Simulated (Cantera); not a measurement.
What does this Cantera script print?

```python
import numpy as np
import cantera as ct

gas_names = [...]  # 115 gases of nasa_gas.yaml made of C, Ca, H, O
cond_names = """
    C(gr) C6H6(L) C7H8(L) C8H18(L),n-octa Ca(a) Ca(b) Ca(L) CaCO3(caL) CaO(s) CaO(L) CaO2H2(s) H2O(s)
    H2O(L)
""".split()


# ... load() reads the species with a 1 bar reference pressure and builds the phases ...
atoms = {
    'CaCO3': {'Ca': 1, 'C': 1, 'O': 3},
    'H2': {'H': 2},
}
top_T = {'C(gr)': 4500}  # K; cautious upper limits of use, not melting points


# ... equilibrate(T, P, feed) seeds the gas with the atoms and calls Mixture.equilibrate('TP', solver="vcs", rtol=1e-11, max_steps=5000) ...
results = []
feed = {'CaCO3': 1, 'H2': 1.9}  # mol
P = 380  # Pa
for T in [1675, 1725, 1775, 1825, 1875, 1925, 1975, 2025, 2075, 2125, 2175]:
    mix = equilibrate(T, P, feed)
    results.append((T, P, feed, dict(zip(mix.species_names, mix.species_moles))))

top = {s: max(r[3][s] / sum(r[3][g] for g in gas_names) for r in results) for s in gas_names}
cols = sorted((s for s in top if top[s] > 1e-05), key=lambda s: -top[s])[:6]
seen = [c for c in cond_names if any(r[3].get(c, 0) > 1e-12 for r in results)]
print("log10 of partial pressures in bar; condensed amounts in mol")
print(f"{'T/K':>10s}" + "".join(f"{s[:9]:>10s}" for s in cols + seen))
for T, P, feed, n in results:
    ng = sum(n[g] for g in gas_names)
    print(f"{T:10.4g}" + "".join(f"{np.log10(max(n[s] / ng * P / 1e5, 1e-99)):10.3f}" for s in cols)
          + "".join(f"{n.get(c, 0):10.4g}" for c in seen))
```

Output:

```
log10 of partial pressures in bar; condensed amounts in mol
       T/K        H2        CO       H2O       CO2         H        OH    CaO(s)
      1675    -2.848    -2.972    -2.972    -3.616    -5.359    -6.798         1
      1725    -2.851    -2.968    -2.968    -3.632    -5.157    -6.533         1
      1775    -2.855    -2.965    -2.966    -3.647    -4.966    -6.282         1
      1825    -2.858    -2.963    -2.963    -3.661    -4.785    -6.046         1
      1875    -2.862    -2.961    -2.961    -3.675    -4.614    -5.822    0.9999
      1925    -2.866    -2.959    -2.960    -3.688    -4.452    -5.610    0.9999
      1975    -2.871    -2.958    -2.960    -3.700    -4.299    -5.409    0.9998
      2025    -2.876    -2.958    -2.960    -3.711    -4.154    -5.218    0.9996
      2075    -2.883    -2.958    -2.962    -3.722    -4.016    -5.037    0.9992
      2125    -2.892    -2.959    -2.965    -3.733    -3.886    -4.865    0.9986
      2175    -2.902    -2.961    -2.969    -3.744    -3.762    -4.702    0.9975
```

Method: chemical equilibrium by Gibbs-energy minimisation in Cantera with the NASA 1993 tables (ideal gas, pure condensed phases).
